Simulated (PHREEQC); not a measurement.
Solution (75 °C): 0.075 mol/kgw HF and 0.0001 mol/kgw KF. Closed to the air; pH follows from the charge balance.

Model: ion-association model, phreeqc.dat, run in PHREEQC.

No solid was allowed to form.

Q: Predict the pH, ionic strength.

A: pH 2.33; ionic strength 0.00518 mol/kgw.

Q: In which forms is F present?

A: HF 92 %, F- 5.3 %, HF2- 3.2 % of the F.

At this temperature some constants are extrapolated from 25 °C, and those without enthalpy data are left unchanged.
